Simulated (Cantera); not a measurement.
A closed system holds: 1 mol Cu, 7.9 mol CO, 1.1 mol H2, at 22.0 mbar.

Cantera equilibrium calculation (NASA polynomials, part measured and part estimated; ideal gas, pure solids and liquids). Candidate condensed phases: C, C6H6, C7H8, C8H18, Cu, CuO, Cu(OH)2, Cu2O, H2O; 113 gas species. Rates play no part.

At 1727 °C, list the 4 most abundant gas species with their mole fractions, and the condensed phases.

CO 0.789, H2 0.108, Cu 0.0994, H 0.00360. Condensed: gas only.
